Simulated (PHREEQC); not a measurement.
Solution (25 °C): 0.016 mol/kgw TMAH, 0.00023 mol/kgw K2SO4 and 0.00076 mol/kgw KH2PO4. Closed to the air; pH follows from the charge balance.

Equilibrium calculation in PHREEQC: ion-association model, phreeqc.dat.

Each row changes one thing in this solution. No solid was allowed to form.

| case | pH | ionic strength (mol/kgw) | PO4-3 (mol/kgw) | HPO4-2 (mol/kgw) | KSO4- (mol/kgw) | KHPO4- (mol/kgw) |
|---|---|---|---|---|---|---|
| as made | 12.11 | 0.0190 | 0.000409 | 0.000351 | 1.14e-6 | 4.87e-7 |
| temperature from 25 to 5 °C | 12.84 | 0.0194 | 0.000608 | 0.000151 | 7.97e-7 | 2.13e-7 |
| temperature from 25 to 45 °C | 11.51 | 0.0187 | 0.000231 | 0.000528 | 1.56e-6 | 7.22e-7 |
| temperature from 25 to 20 °C | 12.27 | 0.0191 | 0.000461 | 0.000298 | 1.05e-6 | 4.16e-7 |
| TMAH from 0.016 to 0.0032 mol/kgw | 11.33 | 0.00560 | 9.59e-5 | 0.000663 | 1.42e-6 | 1.15e-6 |
| diluted 2-fold with water | 11.82 | 0.00936 | 0.000127 | 0.000253 | 3.30e-7 | 2.02e-7 |
| TMAH from 0.016 to 0.0176 mol/kgw | 12.15 | 0.0207 | 0.000432 | 0.000328 | 1.12e-6 | 4.47e-7 |
| 0.00063 mol/kgw CO2 added | 12.07 | 0.0196 | 0.000394 | 0.000366 | 1.13e-6 | 5.05e-7 |

(CH3)4N+ isn't in the database: it is added as a free cation with an ion size of 4 Å. At this temperature some constants are extrapolated from 25 °C, and those without enthalpy data are left unchanged.
